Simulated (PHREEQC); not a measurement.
Consider water at 25 °C with 0.019 mol ZnCl2, 0.0014 mol Na2SO4 and 0.15 mol H2SO4 per kg of water. Closed to the air; pH follows from the charge balance.

Computed with PHREEQC (ion-association model, phreeqc.dat).

**Question.** The ionic strength comes out as 0.245 mol/kgw. What activity coefficients do NaSO4-, SO4-2, Na+, Zn(SO4)2-2, ZnCl+ get?

**Answer.** NaSO4- 0.73, SO4-2 0.27, Na+ 0.74, Zn(SO4)2-2 0.30, ZnCl+ 0.70.

This is a speciation only: nothing precipitates in the calculation.
